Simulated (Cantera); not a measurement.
Charge: 1 mol FeCl2, 0.32 mol H2O, 5.9 mol H2, at 798 K and 9.80 mbar.

Equilibrium computed with Cantera from the NASA thermochemical tables; the gas is ideal and each condensed phase is pure. Candidate condensed phases: Fe, FeCl2, FeCl3, FeO, Fe(OH)2, Fe(OH)3, Fe2O3, Fe3O4, H2O; 22 gas species. Condensed phases not in the tables: FeOCl. Equilibrium is a limit: real reactors are often held back by kinetics, nucleation or transport.

Base state: H2 0.684, HCl 0.266, H2O 0.0443, FeCl2 0.00499, Fe2Cl4 0.000222 (mole fractions); condensed: Fe(α).

Question: What changes in the equilibrium state with this change: temperature from 798 K to 1400 K?

Answer: 
| species | before | after |
|---|---|---|
| H2 | 0.684 | 0.715 |
| HCl | 0.266 | 0.205 |
| H2O | 0.0443 | 0.0443 |
| FeCl2 | 0.00499 | 0.0362 |
| H | <1e-9 | 4.15e-5 |
| Fe2Cl4 | 0.000222 | 1.13e-6 |
| Fe(α), mol | 0.961 | 0 |
| Fe(γ), mol | 0 | 0.739 |
